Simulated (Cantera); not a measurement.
An isothermal plug-flow reactor at 650 K and 0.207 atm (inlet), inlet velocity 0.077 m/s, active area per volume 320 1/m; feed CO : O2 : N2 : H2O = 0.004 : 0.042 : 0.79 : 0.02 (molar parts), equivalence ratio 0.048.

Cantera simulation using Deutschmann's 1995 Pt surface mechanism with GRI-Mech 3.0 gas chemistry; the numbers are that mechanism's predictions, not measurements. Catalytic surfaces can have several steady states; this one follows from the mechanism file's or the stated starting coverage. Mass transfer to the wall is taken as infinitely fast.

Problem. What does this change do: pressure from 0.207 atm to 0.0839 atm?

Solution. 
```csv
quantity,before,after
x(CO) at z = 0.023 m,0.000159,1.04e-5
x(O2) at z = 0.023 m,0.0469,0.0468
x(H2O) at z = 0.023 m,0.0234,0.0234
x(CO2) at z = 0.023 m,0.00452,0.00467
θ(free Pt) at the exit,0.00866,0.0129
θ(O*) at the exit,0.989,0.986
θ(OH*) at the exit,0.00183,0.00142
```

Problem. What does this change do: H2O 0.02 to 0.04 parts?

Solution. 
```json
[
 {"quantity": "x(CO) at z = 0.023 m", "before": "0.000159", "after": "0.000151"},
 {"quantity": "x(O2) at z = 0.023 m", "before": "0.0469", "after": "0.0458"},
 {"quantity": "x(H2O) at z = 0.023 m", "before": "0.0234", "after": "0.0458"},
 {"quantity": "x(CO2) at z = 0.023 m", "before": "0.00452", "after": "0.00442"},
 {"quantity": "θ(free Pt) at the exit", "before": "0.00866", "after": "0.00871"},
 {"quantity": "θ(O*) at the exit", "before": "0.989", "after": "0.989"},
 {"quantity": "θ(OH*) at the exit", "before": "0.00183", "after": "0.00256"}
]
```
